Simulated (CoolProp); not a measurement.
Model: reference Helmholtz-energy equation of state, Outcalt 1996, in CoolProp. It is a modified Benedict-Webb-Rubin equation, recast in Helmholtz form.

Q: Give the vapour pressure (MPa), vapour density (kg/m³), surface tension (mN/m) of saturated R152A at 20.55, 24.85 °C.

A: 
```tsv
T (°C)	p (MPa)	vapour density (kg/m³)	surface tension (mN/m)
20.55	0.522	16.2	10.3
24.85	0.594	18.4	9.73
```

Surface tension comes from a separate correlation (Mulero 2012).
